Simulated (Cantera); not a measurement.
**N2O furnace oxynitridation**

A perfectly stirred reactor is fed with 99.6 % N₂O, 0.369 % H₂O, at 75.0 Torr; it is held at 1200 K, and followed from long to short residence time.

Detailed kinetics in Cantera: GRI-Mech 3.0 (53 species, 325 reactions). GRI-Mech 3.0 was tuned for natural gas; its chemistry of N2O as a main component is partial and can be far from experiment. The mechanism lacks the step 2 NO + O2 → 2 NO2, which can matter for NO2 below about 1400 K. The temperature is held fixed by assumption; the heat of reaction is taken as removed at once.

| τ (s) | x N₂O | x H₂O | x HO₂ | x H₂ | x OH |
|---|---|---|---|---|---|
| 11 | 0.496 | 0.00307 | 1.90e-8 | 4.11e-9 | 6.22e-6 |
| 3.0 | 0.779 | 0.00342 | 6.42e-8 | 3.84e-9 | 6.41e-6 |
| 0.80 | 0.927 | 0.00360 | 2.02e-7 | 4.06e-9 | 5.93e-6 |
| 0.21 | 0.977 | 0.00366 | 5.04e-7 | 4.58e-9 | 4.65e-6 |
| 0.057 | 0.991 | 0.00368 | 9.16e-7 | 3.79e-9 | 2.97e-6 |
| 0.015 | 0.995 | 0.00368 | 1.01e-6 | 1.56e-9 | 1.35e-6 |
| 0.0041 | 0.996 | 0.00369 | 3.84e-7 | 2.93e-10 | 4.90e-7 |
| 0.0011 | 0.996 | 0.00369 | 5.41e-8 | 1.87e-11 | 1.81e-7 |
| 0.00029 | 0.996 | 0.00369 | 4.19e-9 | <1e-12 | 5.03e-8 |
x: mole fraction; the columns are a selection and need not sum to one.
